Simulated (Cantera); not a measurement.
Feed: 1 mol C₂H₂, 2.8 mol CO₂, 6.6 mol N₂, at 2175 K and 1400 Pa.

Equilibrium computed with Cantera from the NASA thermochemical tables; the gas is ideal and each condensed phase is pure. Candidate condensed phases: C, C₆H₆, C₇H₈, C₈H₁₈, H₂O; 136 gas species. The numbers say what is thermodynamically allowed, not how fast it happens.

Base state: N₂ 0.530, CO 0.348, H₂ 0.0487, CO₂ 0.0367, H₂O 0.0266, H 0.00911, OH 0.000669, NO 9.60e-5 (mole fractions); condensed: gas only.

What changes in the equilibrium state with this change: temperature from 2175 K to 2848 K?


```json
[
 {"species": "N₂", "before": "0.530", "after": "0.484"},
 {"species": "CO", "before": "0.348", "after": "0.342"},
 {"species": "H", "before": "0.00911", "after": "0.102"},
 {"species": "H₂", "before": "0.0487", "after": "0.0156"},
 {"species": "O", "before": "8.76e-5", "after": "0.0284"},
 {"species": "H₂O", "before": "0.0266", "after": "0.00362"},
 {"species": "CO₂", "before": "0.0367", "after": "0.0112"},
 {"species": "N", "before": "5.67e-8", "after": "2.92e-5"},
 {"species": "O₂", "before": "2.03e-5", "after": "0.00264"}
]
```

What changes in the equilibrium state with this change: temperature from 2175 K to 2900 K?


```csv
species,before,after
N₂,0.530,0.480
CO,0.348,0.342
H,0.00911,0.110
H₂,0.0487,0.0127
O,8.76e-5,0.0329
H₂O,0.0266,0.00234
CO₂,0.0367,0.00870
N,5.67e-8,4.19e-5
O₂,2.03e-5,0.00240
NO,9.60e-5,0.00351
OH,0.000669,0.00616
```
